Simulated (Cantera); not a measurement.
What does this Cantera script print?

```python
import numpy as np
import cantera as ct

gas_names = """
    Cr CrO CrO2 CrO3 H HO2 H2 H2O H2O2 O OH O2 O3
""".split()
cond_names = """
    Cr(cr) Cr(L) Cr2O3(s) Cr2O3(L) H2O(s) H2O(L)
""".split()


# ... load() reads the species with a 1 bar reference pressure and builds the phases ...
atoms = {
    'Cr2O3': {'Cr': 2, 'O': 3},
    'H2': {'H': 2},
}
top_T = {}  # K; cautious upper limits of use, not melting points


# ... equilibrate(T, P, feed) seeds the gas with the atoms and calls Mixture.equilibrate('TP', solver="vcs", rtol=1e-11, max_steps=5000) ...
results = []
P = 58  # Pa
for T in [1050, 1150, 1250, 1350, 1450, 1550, 1650, 1750, 1850]:
    for m in [21, 39, 73, 140, 250, 470, 870]:
        feed = {'Cr2O3': 1, 'H2': m}  # mol
        mix = equilibrate(T, P, feed)
        results.append((T, P, feed, dict(zip(mix.species_names, mix.species_moles))))

for T, P, feed, n in results:
    print(f"{T:7g} {feed['H2']:10.4g}  " + (" + ".join(c for c in cond_names if n.get(c, 0) > 1e-12) or "gas only"))
```

It prints:

```
   1050         21  Cr(cr) + Cr2O3(s)
   1050         39  Cr(cr) + Cr2O3(s)
   1050         73  Cr(cr) + Cr2O3(s)
   1050        140  Cr(cr) + Cr2O3(s)
   1050        250  Cr(cr) + Cr2O3(s)
   1050        470  Cr(cr) + Cr2O3(s)
   1050        870  Cr(cr) + Cr2O3(s)
   1150         21  Cr(cr) + Cr2O3(s)
   1150         39  Cr(cr) + Cr2O3(s)
   1150         73  Cr(cr) + Cr2O3(s)
   1150        140  Cr(cr) + Cr2O3(s)
   1150        250  Cr(cr) + Cr2O3(s)
   1150        470  Cr(cr) + Cr2O3(s)
   1150        870  Cr(cr) + Cr2O3(s)
   1250         21  Cr(cr) + Cr2O3(s)
   1250         39  Cr(cr) + Cr2O3(s)
   1250         73  Cr(cr) + Cr2O3(s)
   1250        140  Cr(cr) + Cr2O3(s)
   1250        250  Cr(cr) + Cr2O3(s)
   1250        470  Cr(cr) + Cr2O3(s)
   1250        870  Cr(cr) + Cr2O3(s)
   1350         21  Cr(cr) + Cr2O3(s)
   1350         39  Cr(cr) + Cr2O3(s)
   1350         73  Cr(cr) + Cr2O3(s)
   1350        140  Cr(cr) + Cr2O3(s)
   1350        250  Cr(cr) + Cr2O3(s)
   1350        470  Cr(cr) + Cr2O3(s)
   1350        870  Cr(cr) + Cr2O3(s)
   1450         21  Cr(cr) + Cr2O3(s)
   1450         39  Cr(cr) + Cr2O3(s)
   1450         73  Cr(cr) + Cr2O3(s)
   1450        140  Cr(cr) + Cr2O3(s)
   1450        250  Cr(cr) + Cr2O3(s)
   1450        470  Cr(cr) + Cr2O3(s)
   1450        870  Cr(cr) + Cr2O3(s)
   1550         21  Cr2O3(s)
   1550         39  Cr2O3(s)
   1550         73  Cr2O3(s)
   1550        140  Cr2O3(s)
   1550        250  Cr2O3(s)
   1550        470  Cr2O3(s)
   1550        870  Cr2O3(s)
   1650         21  Cr2O3(s)
   1650         39  Cr2O3(s)
   1650         73  Cr2O3(s)
   1650        140  Cr2O3(s)
   1650        250  Cr2O3(s)
   1650        470  gas only
   1650        870  gas only
   1750         21  Cr2O3(s)
   1750         39  Cr2O3(s)
   1750         73  Cr2O3(s)
   1750        140  Cr2O3(s)
   1750        250  gas only
   1750        470  gas only
   1750        870  gas only
   1850         21  Cr2O3(s)
   1850         39  Cr2O3(s)
   1850         73  gas only
   1850        140  gas only
   1850        250  gas only
   1850        470  gas only
   1850        870  gas only
```

Method: chemical equilibrium by Gibbs-energy minimisation in Cantera with the NASA 1993 tables (ideal gas, pure condensed phases). Mutual solubility and eutectic melting of coexisting phases are not modelled.
